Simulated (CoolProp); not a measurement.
The numbers come from the reference Helmholtz-energy equation of state, Gao 2016 in CoolProp.

Question: For sulfur dioxide, give the phase and the cv (kJ/(kg K)), speed of sound (m/s) at 336.5 K and 2.83 bar; 525 K and 2.83 bar.

Answer: 
- 336.5 K and 2.83 bar: gas; cv 0.536, speed of sound 229
- 525 K and 2.83 bar: gas; cv 0.609, speed of sound 287
